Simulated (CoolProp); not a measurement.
Octamethyltrisiloxane (MDM) along the isobar 3.98 MPa: density (kg/m³) from the reference equation and from simpler models built on Tc = 565.4 K, pc = 1.438 MPa, ω = 0.528; each cubic takes its own stable root.

Values from CoolProp's reference Helmholtz-energy equation of state, Thol 2017.

```json
[
 {"T (K)": "405.5", "phase": "liquid", "reference": "712.8", "van der Waals": "441.7", "Soave-Redlich-Kwong": "658.9", "Peng-Robinson": "741.9"},
 {"T (K)": "417.6", "phase": "liquid", "reference": "…", "van der Waals": "436.4", "Soave-Redlich-Kwong": "647.9", "Peng-Robinson": "729.7"},
 {"T (K)": "429.7", "phase": "liquid", "reference": "686.5", "van der Waals": "431.0", "Soave-Redlich-Kwong": "…", "Peng-Robinson": "716.8"},
 {"T (K)": "441.8", "phase": "liquid", "reference": "672.9", "van der Waals": "425.5", "Soave-Redlich-Kwong": "624.1", "Peng-Robinson": "703.1"},
 {"T (K)": "453.9", "phase": "liquid", "reference": "659.0", "van der Waals": "419.9", "Soave-Redlich-Kwong": "…", "Peng-Robinson": "688.5"},
 {"T (K)": "466", "phase": "liquid", "reference": "644.7", "van der Waals": "414.1", "Soave-Redlich-Kwong": "597.6", "Peng-Robinson": "673.1"},
 {"T (K)": "478.1", "phase": "liquid", "reference": "629.9", "van der Waals": "408.3", "Soave-Redlich-Kwong": "583.2", "Peng-Robinson": "656.8"},
 {"T (K)": "490.2", "phase": "liquid", "reference": "614.7", "van der Waals": "402.2", "Soave-Redlich-Kwong": "568.0", "Peng-Robinson": "639.3"},
 {"T (K)": "502.3", "phase": "liquid", "reference": "598.8", "van der Waals": "396.1", "Soave-Redlich-Kwong": "551.9", "Peng-Robinson": "…"},
 {"T (K)": "514.4", "phase": "liquid", "reference": "582.3", "van der Waals": "389.8", "Soave-Redlich-Kwong": "534.9", "Peng-Robinson": "601.0"},
 {"T (K)": "526.6", "phase": "liquid", "reference": "564.8", "van der Waals": "383.2", "Soave-Redlich-Kwong": "516.6", "Peng-Robinson": "579.6"},
 {"T (K)": "538.7", "phase": "liquid", "reference": "546.6", "van der Waals": "…", "Soave-Redlich-Kwong": "497.4", "Peng-Robinson": "557.1"},
 {"T (K)": "550.8", "phase": "liquid", "reference": "527.4", "van der Waals": "369.7", "Soave-Redlich-Kwong": "477.1", "Peng-Robinson": "533.0"},
 {"T (K)": "562.9", "phase": "liquid", "reference": "506.9", "van der Waals": "362.7", "Soave-Redlich-Kwong": "…", "Peng-Robinson": "507.3"},
 {"T (K)": "575", "phase": "supercritical", "reference": "…", "van der Waals": "…", "Soave-Redlich-Kwong": "432.7", "Peng-Robinson": "480.2"}
]
```

Q: Complete the blanks.

A: 
- 417.6, reference: 699.8
- 429.7, Soave-Redlich-Kwong: 636.3
- 453.9, Soave-Redlich-Kwong: 611.2
- 502.3, Peng-Robinson: 620.8
- 538.7, van der Waals: 376.6
- 562.9, Soave-Redlich-Kwong: 455.5
- 575, reference: 485.1
- 575, van der Waals: 355.4
